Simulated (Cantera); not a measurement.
An isothermal, constant-pressure homogeneous reactor starts with 8.33 % CH₄, 91.7 % N₂, at 1600 K and 2670 Pa.

Computed with Cantera and GRI-Mech 3.0 (53 species, 325 reactions). GRI-Mech 3.0 stops at C3 and has no aromatics, soot or wall deposition, so with more carbon than oxygen in the feed, carbon stays in small species such as C2H2 where larger ones or solid carbon would form. Radical loss at walls, strong at low pressure, is not modelled.

x: mole fraction; the columns are a selection and need not sum to one.

| t (s) | x CH₄ | x CH₂ | x CH₃ | x C₂H₆ | x H₂ |
|---|---|---|---|---|---|
| 0.000100 | 0.0833 | 1.06e-12 | 9.55e-7 | 1.05e-12 | 4.31e-7 |
| 0.000269 | 0.0833 | 6.77e-12 | 2.73e-6 | 2.38e-11 | 1.32e-6 |
| 0.000725 | 0.0833 | 3.98e-11 | 7.50e-6 | 4.77e-10 | 3.70e-6 |
| 0.00195 | 0.0833 | 2.52e-10 | 2.03e-5 | 8.59e-9 | 1.02e-5 |
| 0.00525 | 0.0833 | 1.68e-9 | 5.46e-5 | 1.32e-7 | 2.85e-5 |
| 0.0141 | 0.0832 | 1.11e-8 | 0.000145 | 1.52e-6 | 9.44e-5 |
| 0.0381 | 0.0825 | 6.66e-8 | 0.000366 | 1.23e-5 | 0.000580 |
| 0.102 | 0.0770 | 2.66e-7 | 0.000743 | 5.40e-5 | 0.00636 |
| 0.276 | ___ | 2.81e-7 | ___ | ___ | ___ |
| 0.743 | ___ | ___ | ___ | ___ | ___ |
| 2.00 | 0.0132 | 1.05e-7 | 0.000179 | 2.50e-6 | 0.0968 |

### Question
Some entries are withheld; supply them.

### Answer

- 0.276, x CH₄: 0.0555
- 0.276, x CH₃: 0.000636
- 0.276, x C₂H₆: 3.76e-5
- 0.276, x H₂: 0.0358
- 0.743, x CH₄: 0.0316
- 0.743, x CH₂: 1.77e-7
- 0.743, x CH₃: 0.000368
- 0.743, x C₂H₆: 1.17e-5
- 0.743, x H₂: 0.0707
